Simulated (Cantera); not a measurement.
A closed system holds: 1 mol Si3N4, 0.0038 mol H2O, 240 mol N2, at 1075 °C and 0.0133 bar.

Cantera equilibrium calculation (NASA polynomials, part measured and part estimated; ideal gas, pure solids and liquids). Candidate condensed phases: H2O, Si, SiO2, Si2N2O, Si3N4; 35 gas species. Mutual solubility and eutectic melting of coexisting phases are not modelled. Kinetics and transport are ignored.

Base state: N2 1.000, H2 1.58e-5 (mole fractions); condensed: Si2N2O(s) + Si3N4(s).

**Question.** What changes in the equilibrium state with this change: Si3N4 replaced by SiC?

**Answer.** 
```
species            before    after
----------------  -------  -------
N2                  1.000    1.000
CO                      0  1.59e-5
H2                1.58e-5  1.52e-5
Si2N2O(s), mol    0.00379        0
Si3N4(s), mol       0.997    0.333
C(graphite), mol        0    0.996
```
N2 is the only nitrogen source here; it is nearly inert below about 1500 K, so the nitride shown seldom forms there in practice. Further candidate phases: C, C6H6, C7H8, C8H18, SiC.
